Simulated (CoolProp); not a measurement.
Vapour-liquid equilibrium of R125 (1) + R236EA (2) at 0.262 MPa; x and y are mole fractions of (1).

Values from CoolProp's multi-fluid Helmholtz-energy mixture model, Lemmon 2005 and Rui 2013; pair parameters Bell 2016.

Q: Give the bubble temperature and the first vapour's composition at x = 0.05, 0.55, 0.85. Is there an azeotrope?

A: x = 0.05: 298.2 K, y = 0.235; x = 0.55: 260.8 K, y = 0.910; x = 0.85: 250.5 K, y = 0.980. No azeotrope shows between x = 0.05 and 0.95.

Pair parameters are fitted to limited data, so mixtures are less certain than the pure fluids.
